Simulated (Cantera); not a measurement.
## Adiabatic ignition

An adiabatic, constant-pressure homogeneous reactor starts with H2 : O2 : N2 = 1 : 0.417 : 1.57 (molar parts), at 1325 K and 1.00 atm.

Detailed kinetics in Cantera: the H2/O2 subset of GRI-Mech 3.0, which has no nitrogen chemistry.

```json
[
 {"t (s)": "7.00e-6", "T (K)": "1325", "x H2": "0.335", "x O2": "0.140", "x H": "2.53e-6", "x HO2": "3.80e-7", "x H2O2": "4.93e-9", "x O": "2.98e-7"},
 {"t (s)": "1.93e-5", "T (K)": "1333", "x H2": "0.326", "x O2": "0.136", "x H": "0.00473", "x HO2": "5.25e-5", "x H2O2": "1.09e-6", "x O": "0.000560"},
 {"t (s)": "5.34e-5", "T (K)": "2287", "x H2": "0.0867", "x O2": "0.0162", "x H": "0.0677", "x HO2": "6.12e-6", "x H2O2": "3.00e-7", "x O": "0.0148"},
 {"t (s)": "0.000148", "T (K)": "2707", "x H2": "0.0829", "x O2": "0.00882", "x H": "0.0336", "x HO2": "3.88e-6", "x H2O2": "2.38e-7", "x O": "0.00696"},
 {"t (s)": "0.000408", "T (K)": "2824", "x H2": "0.0800", "x O2": "0.00666", "x H": "0.0255", "x HO2": "3.74e-6", "x H2O2": "2.89e-7", "x O": "0.00493"},
 {"t (s)": "0.00113", "T (K)": "2827", "x H2": "0.0800", "x O2": "0.00662", "x H": "0.0254", "x HO2": "3.74e-6", "x H2O2": "2.90e-7", "x O": "0.00490"},
 {"t (s)": "0.00311", "T (K)": "2827", "x H2": "0.0800", "x O2": "0.00662", "x H": "0.0254", "x HO2": "3.74e-6", "x H2O2": "2.90e-7", "x O": "0.00490"},
 {"t (s)": "0.00859", "T (K)": "2827", "x H2": "0.0800", "x O2": "0.00662", "x H": "0.0254", "x HO2": "3.74e-6", "x H2O2": "2.90e-7", "x O": "0.00490"},
 {"t (s)": "0.0237", "T (K)": "2827", "x H2": "0.0800", "x O2": "0.00662", "x H": "0.0254", "x HO2": "3.74e-6", "x H2O2": "2.90e-7", "x O": "0.00490"},
 {"t (s)": "0.0655", "T (K)": "2827", "x H2": "0.0800", "x O2": "0.00662", "x H": "0.0254", "x HO2": "3.74e-6", "x H2O2": "2.90e-7", "x O": "0.00490"},
 {"t (s)": "0.181", "T (K)": "2827", "x H2": "0.0800", "x O2": "0.00662", "x H": "0.0254", "x HO2": "3.74e-6", "x H2O2": "2.90e-7", "x O": "0.00490"},
 {"t (s)": "0.500", "T (K)": "2827", "x H2": "0.0800", "x O2": "0.00662", "x H": "0.0254", "x HO2": "3.74e-6", "x H2O2": "2.90e-7", "x O": "0.00490"}
]
```
x: mole fraction; the columns are a selection and need not sum to one.

```
Quantity                                                            Result
---------------------------------  ---------------------------------------
time of steepest temperature rise                                  25.0 µs
temperature at 0.500 s                                              2827 K
equilibrium temperature                                             2827 K
x(H2) at 0.500 s                     0.0800 (gas-phase equilibrium 0.0800)
x(O2) at 0.500 s                   0.00662 (gas-phase equilibrium 0.00662)
x(H) at 0.500 s                      0.0254 (gas-phase equilibrium 0.0254)
```
